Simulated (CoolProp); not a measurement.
R152A at 293.83 K and 0.328 MPa flows at 8.7 m/s in a round tube of 12.7 mm bore and 45 µm roughness, fully developed (64/Re and Nu = 3.66 if laminar; Colebrook and Gnielinski if turbulent). Each further row changes one setting.

Model: reference Helmholtz-energy equation of state, Outcalt 1996, in CoolProp. It is a modified Benedict-Webb-Rubin equation, recast in Helmholtz form.

```tsv
case	Reynolds number	Darcy friction factor	pressure drop (Pa/m)	heat-transfer coefficient (W/(m² K))	mass flow (kg/h)
as stated	96600	0.0286	820	355	38.1
velocity 17.4 m/s	193000	0.0281	3210	698	76.2
diameter 25.4 mm	193000	0.0237	339	293	152
```

Viscosity comes from a separate model (Bell 2016), an estimate that may be off by 10 % or more. Thermal conductivity comes from a separate model (Krauss 1996).
